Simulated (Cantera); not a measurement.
An isothermal, constant-pressure homogeneous reactor starts with 3.17 % CH₄, 96.2 % H₂, 0.644 % H, at 1650 K and 0.0150 bar.

Computed with Cantera and GRI-Mech 3.0 (53 species, 325 reactions). GRI-Mech 3.0 stops at C3 and has no aromatics, soot or wall deposition, so with more carbon than oxygen in the feed, carbon stays in small species such as C2H2 where larger ones or solid carbon would form. Radical loss at walls, strong at low pressure, is not modelled.

x: mole fraction; the columns are a selection and need not sum to one.

```csv
t (s),x CH₄,x H₂,x H,x C₂H₆,x C₂H
0.000200,0.0292,0.964,0.00393,1.14e-5,3.43e-11
0.000385,0.0292,0.964,0.00387,1.57e-5,1.48e-10
0.000741,0.0291,0.965,0.00375,1.68e-5,5.44e-10
0.00143,0.0290,0.965,0.00353,1.60e-5,1.65e-9
0.00275,0.0288,0.966,0.00318,1.43e-5,3.94e-9
0.00529,0.0285,0.966,0.00268,1.18e-5,7.12e-9
0.0102,0.0281,0.967,0.00210,8.93e-6,9.74e-9
0.0196,0.0275,0.968,0.00154,6.18e-6,1.06e-8
0.0378,0.0268,0.969,0.00110,4.00e-6,1.01e-8
0.0728,0.0260,0.970,0.000807,2.58e-6,9.21e-9
0.140,0.0250,0.971,0.000661,1.84e-6,9.11e-9
0.270,0.0236,0.972,0.000620,?,?
0.519,0.0213,0.973,0.000624,1.23e-6,1.38e-8
1.00,?,0.975,0.000638,?,?
```

Task: What belongs in the gaps?

Result: 
- 0.270, x C₂H₆: 1.50e-6
- 0.270, x C₂H: 1.06e-8
- 1.00, x CH₄: 0.0179
- 1.00, x C₂H₆: 8.92e-7
- 1.00, x C₂H: 1.89e-8
